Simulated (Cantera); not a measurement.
A perfectly stirred reactor is fed with C2H6 : H2 = 1 : 13 (molar parts), at 100.0 Torr; it is held at 1898 K, and followed from long to short residence time.

Computed with Cantera and GRI-Mech 3.0 (53 species, 325 reactions). GRI-Mech 3.0 stops at C3 and has no aromatics, soot or wall deposition, so with more carbon than oxygen in the feed, carbon stays in small species such as C2H2 where larger ones or solid carbon would form.

Problem. What does this change do: pressure from 100.0 Torr to 0.900 Torr?

Solution. 
```csv
quantity,before,after
x(C2H6) at τ = 1.20 s,9.32e-7,2.28e-5
x(H2) at τ = 1.20 s,0.932,0.920
x(C2H4) at τ = 1.20 s,9.74e-5,0.000158
x(C2H) at τ = 1.20 s,1.76e-6,5.42e-6
x(CH3) at τ = 1.20 s,0.000236,0.00264
x(C2H6) at τ = 15.0 ms,6.17e-5,0.00147
x(H2) at τ = 15.0 ms,0.917,0.883
x(C2H4) at τ = 15.0 ms,0.000409,0.00354
x(C2H) at τ = 15.0 ms,1.73e-6,3.16e-6
x(CH3) at τ = 15.0 ms,0.00175,0.0160
```
Radical loss at walls, strong at low pressure, is not modelled.

Problem. What does this change do: temperature 1898 to 1600 K?

Solution. 
```json
[
 {"quantity": "x(C2H6) at τ = 1.20 s", "before": "9.32e-7", "after": "1.97e-5"},
 {"quantity": "x(H2) at τ = 1.20 s", "before": "0.932", "after": "0.920"},
 {"quantity": "x(C2H4) at τ = 1.20 s", "before": "9.74e-5", "after": "0.000814"},
 {"quantity": "x(C2H) at τ = 1.20 s", "before": "1.76e-6", "after": "3.36e-8"},
 {"quantity": "x(CH3) at τ = 1.20 s", "before": "0.000236", "after": "0.000129"},
 {"quantity": "x(C2H6) at τ = 15.0 ms", "before": "6.17e-5", "after": "0.000609"},
 {"quantity": "x(H2) at τ = 15.0 ms", "before": "0.917", "after": "0.909"},
 {"quantity": "x(C2H4) at τ = 15.0 ms", "before": "0.000409", "after": "0.00412"},
 {"quantity": "x(C2H) at τ = 15.0 ms", "before": "1.73e-6", "after": "7.44e-8"},
 {"quantity": "x(CH3) at τ = 15.0 ms", "before": "0.00175", "after": "0.000603"}
]
```

Problem. What does this change do: pressure from 100.0 Torr to 1.20 Torr?

Solution. 
```
quantity                  before     after
----------------------  --------  --------
x(C2H6) at τ = 1.20 s    9.32e-7   1.77e-5
x(H2) at τ = 1.20 s        0.932     0.921
x(C2H4) at τ = 1.20 s    9.74e-5  0.000124
x(C2H) at τ = 1.20 s     1.76e-6   5.42e-6
x(CH3) at τ = 1.20 s    0.000236   0.00229
x(C2H6) at τ = 15.0 ms   6.17e-5   0.00116
x(H2) at τ = 15.0 ms       0.917     0.885
x(C2H4) at τ = 15.0 ms  0.000409   0.00310
x(C2H) at τ = 15.0 ms    1.73e-6   3.35e-6
x(CH3) at τ = 15.0 ms    0.00175    0.0145
```
Radical loss at walls, strong at low pressure, is not modelled.
